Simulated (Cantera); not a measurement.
Cantera run:

```python
import numpy as np
import cantera as ct

gas_names = """
    CL CL2 H HCL H2 N NH NH2 NH3 N2 N2H2 N2H4 Si SiCL SiCL2 SiCL3 SiCL4 SiH SiHCL3 SiH2 SiH2CL2 SiH3
    SiH3CL SiH4 SiN Si2 Si2N Si3
""".split()
cond_names = """
    NH4CL(a) NH4CL(b) Si(cr) Si(L) Si3N4(a)
""".split()


# ... load() reads the species with a 1 bar reference pressure and builds the phases ...
atoms = {
    'Si3N4': {'Si': 3, 'N': 4},
    'HCl': {'H': 1, 'CL': 1},
}
top_T = {'Si3N4(a)': 2400}  # K; cautious upper limits of use, not melting points


# ... equilibrate(T, P, feed) seeds the gas with the atoms and calls Mixture.equilibrate('TP', solver="vcs", rtol=1e-11, max_steps=5000) ...
results = []
feed = {'Si3N4': 1, 'HCl': 49}  # mol
P = 56  # Pa
for T in [1375, 1425, 1475, 1525, 1575, 1625, 1675, 1725, 1775, 1825, 1875]:
    mix = equilibrate(T, P, feed)
    results.append((T, P, feed, dict(zip(mix.species_names, mix.species_moles))))
    x = sorted(zip(gas.X, gas.species_names), reverse=True)
    print(f"T = {T:g} K  P = {P:g} Pa  gas = {mix.phase_moles(0):.4g} mol")
    print("   x: " + "  ".join(f"{s} {v:.3e}" for v, s in x if v > 0.001))
    print("   condensed (mol): " + ("  ".join(f"{mix.phase(i).name} {mix.phase_moles(i):.4g}"
          for i in range(1, mix.n_phases) if mix.phase_moles(i) > 1e-12) or "none"))
```

It prints:

```
T = 1375 K  P = 56 Pa  gas = 49.71 mol
   x: HCL 8.126e-01  H2 8.644e-02  N2 4.023e-02  SiCL2 2.863e-02  SiCL4 2.032e-02  SiCL3 1.125e-02
   condensed (mol): none
T = 1425 K  P = 56 Pa  gas = 50.14 mol
   x: HCL 8.219e-01  H2 7.763e-02  N2 3.989e-02  SiCL2 3.692e-02  SiCL4 1.215e-02  SiCL3 1.068e-02
   condensed (mol): none
T = 1475 K  P = 56 Pa  gas = 50.46 mol
   x: HCL 8.279e-01  H2 7.152e-02  SiCL2 4.329e-02  N2 3.964e-02  SiCL3 9.304e-03  SiCL4 6.803e-03  CL 1.375e-03
   condensed (mol): none
T = 1525 K  P = 56 Pa  gas = 50.69 mol
   x: HCL 8.307e-01  H2 6.783e-02  SiCL2 4.781e-02  N2 3.946e-02  SiCL3 7.675e-03  SiCL4 3.660e-03  CL 2.558e-03
   condensed (mol): none
T = 1575 K  P = 56 Pa  gas = 50.87 mol
   x: HCL 8.307e-01  H2 6.600e-02  SiCL2 5.088e-02  N2 3.932e-02  SiCL3 6.131e-03  CL 4.512e-03  SiCL4 1.933e-03
   condensed (mol): none
T = 1625 K  P = 56 Pa  gas = 51.04 mol
   x: HCL 8.281e-01  H2 6.561e-02  SiCL2 5.293e-02  N2 3.919e-02  CL 7.589e-03  SiCL3 4.812e-03  SiCL4 1.016e-03
   condensed (mol): none
T = 1675 K  P = 56 Pa  gas = 51.22 mol
   x: HCL 8.225e-01  H2 6.645e-02  SiCL2 5.427e-02  N2 3.905e-02  CL 1.222e-02  SiCL3 3.740e-03  H 1.265e-03
   condensed (mol): none
T = 1725 K  P = 56 Pa  gas = 51.45 mol
   x: HCL 8.134e-01  H2 6.844e-02  SiCL2 5.510e-02  N2 3.887e-02  CL 1.890e-02  SiCL3 2.889e-03  H 2.053e-03
   condensed (mol): none
T = 1775 K  P = 56 Pa  gas = 51.75 mol
   x: HCL 8.004e-01  H2 7.162e-02  SiCL2 5.554e-02  N2 3.865e-02  CL 2.811e-02  H 3.273e-03  SiCL3 2.218e-03
   condensed (mol): none
T = 1825 K  P = 56 Pa  gas = 52.14 mol
   x: HCL 7.827e-01  H2 7.599e-02  SiCL2 5.565e-02  CL 4.030e-02  N2 3.836e-02  H 5.130e-03  SiCL3 1.694e-03
   condensed (mol): none
T = 1875 K  P = 56 Pa  gas = 52.65 mol
   x: HCL 7.598e-01  H2 8.151e-02  CL 5.582e-02  SiCL2 5.545e-02  N2 3.799e-02  H 7.908e-03  SiCL3 1.285e-03
   condensed (mol): none
```

Cantera equilibrium calculation (NASA polynomials, part measured and part estimated; ideal gas, pure solids and liquids). The tables' values for SiCl3, SiCl are old estimates; treat these amounts as uncertain.
